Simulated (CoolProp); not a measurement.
A simple Rankine cycle with trans-2-butene: condensing at 301.15 K, boiler at 1.24 MPa, turbine inlet 378.4 K, turbine efficiency 0.75, pump efficiency 0.7, no recuperator. Each further row changes one setting.

Model: reference Helmholtz-energy equation of state, Lemmon 2005, in CoolProp. It is a short technical equation, of lower accuracy than the large ones.

| case | thermal efficiency (%) | net work (kJ/kg) | heat in (kJ/kg) | turbine exit temperature (K) | volume ratio over the turbine |
|---|---|---|---|---|---|
| as stated | 10.7 | 51.7 | 484 | 332.5 | 4.96 |
| turbine inlet 398.4 K | 10.7 | 56.4 | 528 | 354.2 | 4.85 |
| condensing temperature 293.15 K | 11.9 | 60.1 | 503 | 326.4 | 6.34 |
| boiler pressure 0.868 MPa | 8.6 | 42.8 | 498 | 345.1 | 3.36 |
| turbine efficiency 0.65 | 9.2 | 44.5 | 484 | 336.6 | 5.03 |
